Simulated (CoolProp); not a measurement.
Model: reference Helmholtz-energy equation of state, Bücker 2006, in CoolProp.

Problem. Give the vapour pressure (MPa), vapour density (kg/m³), surface tension (mN/m), liquid conductivity (mW/(m K)) of saturated n-butane at 1.25, 57.65 °C.

Solution. 
```json
[
 {"T (°C)": "1.25", "p (MPa)": "0.108", "vapour density (kg/m³)": "2.88", "surface tension (mN/m)": "14.7", "liquid conductivity (mW/(m K))": "115"},
 {"T (°C)": "57.65", "p (MPa)": "0.602", "vapour density (kg/m³)": "14.8", "surface tension (mN/m)": "8.32", "liquid conductivity (mW/(m K))": "92.2"}
]
```

Thermal conductivity comes from a separate model (Perkins 2002). Surface tension comes from a separate correlation (Mulero 2012).
